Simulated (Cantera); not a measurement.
Input: 1 mol Pb, 19 mol NH3, 1.4 mol H2, at 1748.15 K and 100000 Pa.

Method: chemical equilibrium by Gibbs-energy minimisation in Cantera with the NASA 1993 tables (ideal gas, pure condensed phases). Candidate condensed phases: Pb; 11 gas species. The numbers say what is thermodynamically allowed, not how fast it happens.

What is the equilibrium state?


| Quantity | Value |
|---|---|
| x(H2) | 0.740 |
| x(N2) | 0.235 |
| x(Pb) | 0.0247 |
| x(H) | 0.000197 |
| x(NH3) | 1.01e-5 |
| x(Pb2) | 5.16e-6 |
| gas amount | 40.40 mol |
| log10 activity of Pb(l) (absent) | -0.89 |
